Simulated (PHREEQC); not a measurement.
Solution (25 °C): 0.065 mol/kgw MgCl2, 3.4e-05 mol/kgw NaHCO3 and 0.0014 mol/kgw NaCl. Closed to the air; pH follows from the charge balance.

Computed with PHREEQC (ion-association model, phreeqc.dat).

### Question
The ionic strength comes out as 0.196 mol/kgw. What activity coefficients do Na+, Mg+2, Cl-, MgHCO3+, HCO3- get?

### Answer
Na+ 0.75, Mg+2 0.34, Cl- 0.72, MgHCO3+ 0.72, HCO3- 0.75.

No solid was allowed to form.
